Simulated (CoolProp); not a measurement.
Vapour-liquid equilibrium of ethylene (1) + propane (2) at 170.1 K; x and y are mole fractions of (1).

The numbers come from the multi-fluid Helmholtz-energy mixture model, Smukala 2000 and Lemmon 2009; pair parameters Bell 2016 in CoolProp.

```tsv
x	bubble pressure, mixture model (bar)	bubble pressure, Raoult's law (bar)	y, mixture model	y, Raoult's law
0.05	0.08473	0.07398	0.749	0.714
0.2	0.2679	0.2292	0.932	0.922
0.35	0.4368	0.3844	0.965	0.962
0.5	0.5888	0.5396	0.979	0.979
0.65	0.7279	0.6948	0.987	0.989
0.8	0.8628	0.8501	0.993	0.995
0.95	1.005	1.005	0.998	0.999
```

The largest gap from Raoult's law is +16.9 % in bubble pressure, at x = 0.2. No azeotrope shows between x = 0.05 and 0.95.

The pair parameters rest on a limited set of measurements; away from them the model extrapolates.
